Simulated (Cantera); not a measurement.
A Cantera script and what it prints.

```python
import numpy as np
import cantera as ct

gas_names = """
    C CO CO2 C2 C2O C3 C3O2 C4 C5 O O2 O3 Pb PbO Pb2
""".split()
cond_names = """
    C(gr) Pb(cr) Pb(L) PbO(rd) PbO(yw) PbO(L) PbO2(s) Pb3O4(s)
""".split()


# ... load() reads the species with a 1 bar reference pressure and builds the phases ...
atoms = {
    'Pb': {'Pb': 1},
    'CO2': {'C': 1, 'O': 2},
    'CO': {'C': 1, 'O': 1},
}
top_T = {'C(gr)': 4500, 'Pb3O4(s)': 820}  # K; cautious upper limits of use, not melting points


# ... equilibrate(T, P, feed) seeds the gas with the atoms and calls Mixture.equilibrate('TP', solver="vcs", rtol=1e-11, max_steps=5000) ...
results = []
feed = {'Pb': 1, 'CO2': 2.5, 'CO': 0.59}  # mol
T = 1275  # K
P = 100000  # Pa
mix = equilibrate(T, P, feed)
results.append((T, P, feed, dict(zip(mix.species_names, mix.species_moles))))
x = sorted(zip(gas.X, gas.species_names), reverse=True)
print(f"T = {T:g} K  P = {P:g} Pa  gas = {mix.phase_moles(0):.4g} mol")
print("   x: " + "  ".join(f"{s} {v:.3e}" for v, s in x if v > 1e-05))
print("   condensed (mol): " + ("  ".join(f"{mix.phase(i).name} {mix.phase_moles(i):.4g}"
      for i in range(1, mix.n_phases) if mix.phase_moles(i) > 1e-12) or "none"))
```

It prints:

```
T = 1275 K  P = 100000 Pa  gas = 3.096 mol
   x: CO2 8.075e-01  CO 1.906e-01  Pb 1.886e-03
   condensed (mol): Pb(L) 0.9942
```

Cantera equilibrium calculation (NASA polynomials, part measured and part estimated; ideal gas, pure solids and liquids).
